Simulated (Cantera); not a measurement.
What does this Cantera script print?

```python
import numpy as np
import cantera as ct

gas = ct.Solution("gri30.yaml")


def delay(T, t_max=10):
    gas.TPX = T, 500000, {'CH4': 1, 'CO': 0.92, 'O2': 1.29, 'N2': 4.87}
    reactor = ct.IdealGasReactor(gas, clone=False)
    net = ct.ReactorNet([reactor])
    net.rtol, net.atol = 1e-8, 1e-16
    while net.time < t_max:
        t_old, T_old = net.time, reactor.T
        net.step()
        if reactor.T > T + 400:  # ignition: a rise of 400 K
            return t_old + (T + 400 - T_old) / (reactor.T - T_old) * (net.time - t_old)
    return np.nan


taus = []
for T in [1173, 1223, 1273, 1323, 1373, 1423, 1473, 1523]:
    taus.append(delay(T))
    print(f"T0 = {T:6g} K   tau = {taus[-1]:.4e} s")
```

Output:

```
T0 =   1173 K   tau = 3.9008e-02 s
T0 =   1223 K   tau = 1.8274e-02 s
T0 =   1273 K   tau = 8.9296e-03 s
T0 =   1323 K   tau = 4.5254e-03 s
T0 =   1373 K   tau = 2.3686e-03 s
T0 =   1423 K   tau = 1.2771e-03 s
T0 =   1473 K   tau = 7.0861e-04 s
T0 =   1523 K   tau = 4.0473e-04 s
```

Detailed kinetics in Cantera: GRI-Mech 3.0 (53 species, 325 reactions).
